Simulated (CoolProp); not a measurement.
Saturation properties of n-undecane.

Values from CoolProp's reference Helmholtz-energy equation of state, Aleksandrov 2011. It is a short technical equation, of lower accuracy than the large ones.

| T (°C) | p (MPa) | liquid density (kg/m³) | vapour density (kg/m³) | enthalpy of vaporisation (kJ/kg) | liquid cp (kJ/(kg K)) |
|---|---|---|---|---|---|
| 196.35 | 0.1027 | 598.8 | 4.422 | 264.7 | 2.885 |
| 207.85 | 0.1350 | 588.2 | 5.760 | 257.3 | 2.934 |
| 219.35 | 0.1747 | 577.2 | 7.411 | 249.7 | 2.985 |
| 230.85 | 0.2229 | 565.7 | 9.434 | 241.7 | 3.036 |
| 242.35 | 0.2809 | 553.8 | 11.90 | 233.2 | 3.089 |
| 253.85 | 0.3499 | 541.3 | 14.90 | 224.3 | 3.145 |
| 265.45 | 0.4321 | 528.0 | 18.58 | 214.7 | 3.204 |
| 276.95 | 0.5277 | 514.0 | 23.03 | 204.5 | 3.268 |
| 288.45 | 0.6388 | 498.9 | 28.48 | 193.4 | 3.338 |
| 299.95 | 0.7675 | 482.6 | 35.22 | 181.2 | 3.419 |
| 311.45 | 0.9159 | 464.7 | 43.71 | 167.6 | 3.518 |

It boils at 195.8 °C under 1 atm.
